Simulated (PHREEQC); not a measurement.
## Acid rinse or clean: an equilibrium model

Dissolve 0.042 mol H2SO4 and 0.0042 mol CuSO4 per kg of water at 25 °C. Closed to the air; pH follows from the charge balance.

Model: ion-association model, phreeqc.dat, run in PHREEQC.

* **pH**: 1.35
* **ionic strength**: 0.0755 mol/kgw
* **specific conductance**: 18900 µS/cm
* **density**: 1.000 g/cm³
* **total alkalinity**: -84.0 meq/kg

| species | molality | activity | log γ |
|---|---|---|---|
| H+ | 0.0531 | 0.0445 | -0.077 |
| HSO4- | 0.0309 | 0.0246 | -0.098 |
| SO4-2 | 0.0140 | 0.00569 | -0.389 |
| Cu+2 | 0.00281 | 0.00122 | -0.364 |
| CuSO4 | 0.00139 | 0.00141 | 0.008 |

Precipitation was switched off in this run.
